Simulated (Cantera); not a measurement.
An isothermal, constant-pressure homogeneous reactor starts with CH4 : N2 = 1 : 65 (molar parts), at 1250 K and 0.00140 bar. Integrator tolerance rtol = 1e-08.

Computed with Cantera and GRI-Mech 3.0 (53 species, 325 reactions). GRI-Mech 3.0 stops at C3 and has no aromatics, soot or wall deposition, so with more carbon than oxygen in the feed, carbon stays in small species such as C2H2 where larger ones or solid carbon would form. Radical loss at walls, strong at low pressure, is not modelled.

What does this change do: temperature 1250 to 1575 K?


```csv
quantity,before,after
x(CH4) at 5.00 s,0.0152 (gas-phase equilibrium 3.43e-6),0.0137 (gas-phase equilibrium 4.79e-8)
x(C2H2) at 5.00 s,<1e-12 (gas-phase equilibrium 0.00115),0.000284 (gas-phase equilibrium 0.000687)
x(C2H4) at 5.00 s,9.93e-11 (gas-phase equilibrium 2.04e-7),0.000333 (gas-phase equilibrium 2.96e-9)
x(HCN) at 5.00 s,<1e-12 (gas-phase equilibrium 0.0126),5.81e-9 (gas-phase equilibrium 0.0135)
x(C2H) at 5.00 s,<1e-12 (gas-phase equilibrium 2.90e-11),1.42e-9 (gas-phase equilibrium 1.51e-8)
```
